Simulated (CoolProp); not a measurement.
Vapour-liquid equilibrium of R22 (1) + R115 (2) at 41.6 kPa; x and y are mole fractions of (1).

The numbers come from the multi-fluid Helmholtz-energy mixture model, Kamei 1995 and Lemmon 2016; pair parameters Bell 2016 in CoolProp.

```tsv
x	bubble temperature, mixture model (°C)	bubble temperature, Raoult's law (°C)	y, mixture model	y, Raoult's law
0.05	-59.4	-57.4	(withheld)	0.052
0.2	(withheld)	-57.5	0.330	0.207
0.35	(withheld)	-57.6	0.407	0.360
0.5	-62.6	-57.8	(withheld)	0.511
0.65	(withheld)	-57.9	(withheld)	0.660
0.8	(withheld)	-58.0	0.692	0.807
0.95	(withheld)	-58.1	0.906	0.952
```

Question: Fill in the missing entries.

Answer: 
- 0.05, y, mixture model: 0.146
- 0.2, bubble temperature, mixture model (°C): -61.9
- 0.35, bubble temperature, mixture model (°C): -62.5
- 0.5, y, mixture model: 0.472
- 0.65, bubble temperature, mixture model (°C): -62.2
- 0.65, y, mixture model: 0.558
- 0.8, bubble temperature, mixture model (°C): -61.1
- 0.95, bubble temperature, mixture model (°C): -59.0

The largest gap from Raoult's law is -4.9 K in bubble temperature, at x = 0.35. y crosses x between x = 0.35 and 0.5: the model has an azeotrope there.

Pair parameters are fitted to limited data, so mixtures are less certain than the pure fluids.
